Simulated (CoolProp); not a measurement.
Values from CoolProp's reference Helmholtz-energy equation of state, Gao 2020.

### Question
For ammonia, give the phase and the density (kg/m³), expansivity (1/kK) at 0.35 °C and 20.8 bar.

### Answer
- 0.35 °C and 20.8 bar: liquid; density 639, expansivity 2.13
